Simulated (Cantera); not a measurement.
Counterflow diffusion flame

A counterflow diffusion flame at 1.38 atm, nozzles 20 mm apart: fuel side 55.6 % CH₄, 18.9 % CO, 25.6 % N₂ at 575 K, oxidiser side 17.0 % O₂, 83.0 % N₂ at 698 K, fuel mass flux 0.95 times the oxidiser's; mixture-averaged transport, no radiation.

Detailed kinetics in Cantera: GRI-Mech 3.0 (53 species, 325 reactions). GRI-Mech 3.0 has no aromatics or soot, which form on the fuel side of real flames. The maximum strain rate includes the flame's own expansion and is several times the mean.

```tsv
oxidiser flux (kg/m²/s)	max strain (1/s)	mean strain (1/s)	T max (K)	peak x OH	peak x H	peak x NO	peak x CO	peak x C₂H₂
0.35	191	51.9	2039	0.00530	0.00273	0.000212	0.189	0.00806
0.48	256	71.1	2026	0.00533	0.00286	0.000195	0.189	0.00736
0.66	346	97.8	2014	0.00534	0.00302	0.000177	0.189	0.00680
0.9	464	133	2000	0.00530	0.00314	0.000156	0.189	0.00622
1.2	610	178	1985	0.00523	0.00324	0.000134	0.189	0.00571
1.7	851	252	1963	0.00505	0.00330	0.000106	0.189	0.00501
2.3	1140	341	1938	0.00480	0.00329	7.98e-5	0.189	0.00432
```
x: mole fraction; the columns are a selection and need not sum to one.
